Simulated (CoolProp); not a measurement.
A closed Brayton cycle with dry air: compressor inlet 316.15 K and 0.53 MPa, high pressure 1.09 MPa, turbine inlet 965 K, compressor efficiency 0.85, turbine efficiency 0.85, recuperator effectiveness 0 (on enthalpy, no pinch check). Each further row changes one setting.

The numbers come from the reference Helmholtz-energy equation of state, Lemmon 2000 in CoolProp. It is a pseudo-pure fit of the blend.

| case | thermal efficiency (%) | net work (kJ/kg) | compressor to turbine work | compressor exit (K) | turbine exit (K) |
|---|---|---|---|---|---|
| as stated | … | 69.9 | 0.55 | 401.0 | 826.5 |
| turbine inlet 915 K | … | … | 0.58 | 401.0 | 782.6 |
| compressor inlet 326.15 K | 11.3 | … | 0.57 | … | 826.5 |
| high pressure 0.926 MPa | 9.3 | 58.2 | 0.53 | … | … |
| recuperator effectiveness 0.5 | 18.3 | 69.9 | 0.55 | 401.0 | 826.5 |

Q: What belongs in the gaps?

A: 
- as stated, thermal efficiency (%): 11.5
- turbine inlet 915 K, thermal efficiency (%): 11.2
- turbine inlet 915 K, net work (kJ/kg): 61.8
- compressor inlet 326.15 K, net work (kJ/kg): 67.2
- compressor inlet 326.15 K, compressor exit (K): 413.6
- high pressure 0.926 MPa, compressor exit (K): 380.3
- high pressure 0.926 MPa, turbine exit (K): 855.9
